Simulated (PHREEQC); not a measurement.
Solution (20 °C): 170 mmol/kgw NH4Br. Closed to the air; pH follows from the charge balance.

All values are PHREEQC results (ion-association model, phreeqc.dat), not measurements.

Precipitation was switched off in this run.

Predict the pH, activity of water, specific conductance.

pH 5.22; activity of water 0.994; specific conductance 18100 µS/cm.

Species that the database lacks are ignored.
